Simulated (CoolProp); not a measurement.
Propane at 298.15 K and 0.542 MPa flows at 23 m/s in a round tube of 25 mm bore and 15 µm roughness, fully developed (64/Re and Nu = 3.66 if laminar; Colebrook and Gnielinski if turbulent). Each further row changes one setting.

Model: reference Helmholtz-energy equation of state, Lemmon 2009, in CoolProp.

```csv
case,Reynolds number,Darcy friction factor,pressure drop (Pa/m),heat-transfer coefficient (W/(m² K)),mass flow (kg/h)
as stated,[?],[?],[?],1080,432
velocity 46 m/s,1500000,[?],[?],[?],[?]
diameter 50 mm,1500000,0.0154,868,[?],1730
```

**Question.** Fill in the missing entries.

**Answer.** 
- as stated, Reynolds number: 749000
- as stated, Darcy friction factor: 0.0180
- as stated, pressure drop (Pa/m): 2020
- velocity 46 m/s, Darcy friction factor: 0.0177
- velocity 46 m/s, pressure drop (Pa/m): 7970
- velocity 46 m/s, heat-transfer coefficient (W/(m² K)): 2130
- velocity 46 m/s, mass flow (kg/h): 864
- diameter 50 mm, heat-transfer coefficient (W/(m² K)): 925

Viscosity comes from a separate model (Vogel 1998). Thermal conductivity comes from a separate model (Marsh 2002).
